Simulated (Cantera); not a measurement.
Input: 1 mol SiH2Cl2, 1.8 mol N2, held at 825 K and 1000 Pa.

Equilibrium computed with Cantera from the NASA thermochemical tables; the gas is ideal and each condensed phase is pure. Candidate condensed phases: NH4Cl, Si, Si3N4; 28 gas species. N2 is the only nitrogen source here; it is nearly inert below about 1500 K, so the nitride shown seldom forms there in practice. Rates play no part.

Base state: N2 0.430, HCl 0.312, H2 0.173, SiCl4 0.0862, SiHCl3 5.91e-5 (mole fractions); condensed: Si3N4(s).

**Question.** What changes in the equilibrium state with this change: 0.64 mol H2O added?

**Answer.** 
```
species               before    after
-------------------  -------  -------
HCl                    0.312    0.501
N2                     0.430    0.338
H2                     0.173    0.161
SiCl4                 0.0862  7.20e-5
SiHCl3               5.91e-5  2.85e-8
Si3N4(s), mol          0.246        0
SiO2(α-quartz), mol        0   0.0934
Si2N2O(s), mol             0    0.453
```
Further candidate phases: H2O, SiO2, Si2N2O.

**Question.** What changes in the equilibrium state with this change: SiH2Cl2 replaced by trisilylamine?

**Answer.** 
```csv
species,before,after
H2,0.173,0.937
N2,0.430,0.0625
HCl,0.312,0
SiCl4,0.0862,0
SiHCl3,5.91e-5,0
"Si3N4(s), mol",0.246,1.00
```
The feed counts by its element totals alone.
